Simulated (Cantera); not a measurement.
Feed: 1 mol Si, 2.4 mol NF₃, equilibrated at 1123 K.

Cantera equilibrium calculation (NASA polynomials, part measured and part estimated; ideal gas, pure solids and liquids). Candidate condensed phases: Si, Si₃N₄; 16 gas species. The numbers say what is thermodynamically allowed, not how fast it happens.

At 1.40 mbar, list the 4 most abundant gas species with their mole fractions, and the condensed phases.

F 0.585, N₂ 0.223, SiF₄ 0.186, F₂ 0.00565. Condensed: gas only.
